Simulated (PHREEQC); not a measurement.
Make-up at 25 °C: 110 mmol/kgw AgF and 0.15 mmol/kgw NaNO3. Closed to the air; pH follows from the charge balance.

Computed with PHREEQC (ion-association model, wateq4f.dat).

```
quantity                   before     after
------------------------  -------  --------
pH                           7.62      7.51
ionic strength (mol/kgw)   0.0975    0.0213
Ag+ (mol/kgw)              0.0973    0.0212
F- (mol/kgw)               0.0973    0.0212
AgF (mol/kgw)              0.0127  0.000770
AgOH (mol/kgw)            3.10e-6   5.87e-7
SI of Ag2O (Ag2O)           +0.42     -1.04
```

Q: What was changed between the two runs?
A. diluted 10-fold with water
B. NaNO3 left out
C. NaNO3 from 0.00015 to 0.000165 mol/kgw
D. AgF from 0.11 to 0.165 mol/kgw
E. diluted 5-fold with water

A: E, diluted 5-fold with water

This is a speciation only: nothing precipitates in the calculation. Some of these states are supersaturated (in Ag2O, for instance).
